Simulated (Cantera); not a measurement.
Thermodynamics of silicon carbide growth, feed CH3SiCl3 + CH4 + H2 + C2H2

A closed system holds: 1 mol CH3SiCl3, 0.025 mol CH4, 14 mol H2, 0.0089 mol C2H2, at 41.3 Torr.

Method: chemical equilibrium by Gibbs-energy minimisation in Cantera with the NASA 1993 tables (ideal gas, pure condensed phases). Candidate condensed phases: C, C6H6, C7H8, C8H18, Si, SiC; 109 gas species. The feed counts by its element totals alone. The tables' values for SiCl, SiCl3 are old estimates; treat these amounts as uncertain. Gases not in the tables: Si2H6 and higher silanes. The numbers say what is thermodynamically allowed, not how fast it happens.

From 1425 K to 2325 K the condensed part is C(graphite) + SiC(s). The main Si-bearing gas is SiCl2 throughout. The share of Si in condensed phases is highest at 1425 K (98.6 %) and lowest at 2325 K (77.0 %).

```csv
T (K),x H2,x HCl,x H,x SiCl2,x Cl,n C(graphite),n SiC(s)
1425,0.825,0.174,2.64e-5,0.000593,4.56e-6,0.0542,0.986
1525,0.825,0.174,9.16e-5,0.000958,1.55e-5,0.0596,0.981
1625,0.825,0.173,0.000273,0.00145,4.50e-5,0.0671,0.974
1725,0.826,0.171,0.000720,0.00206,0.000116,0.0761,0.963
1825,0.825,0.170,0.00171,0.00281,0.000267,0.0854,0.951
1925,0.824,0.167,0.00370,0.00366,0.000565,0.0937,0.936
2025,0.821,0.165,0.00744,0.00461,0.00111,0.0992,0.918
2125,0.816,0.161,0.0140,0.00560,0.00202,0.101,0.894
2225,0.805,0.156,0.0248,0.00658,0.00348,0.101,0.854
2325,0.787,0.149,0.0416,0.00746,0.00567,0.114,0.770
```
x: gas mole fraction; n: condensed amount in mol.
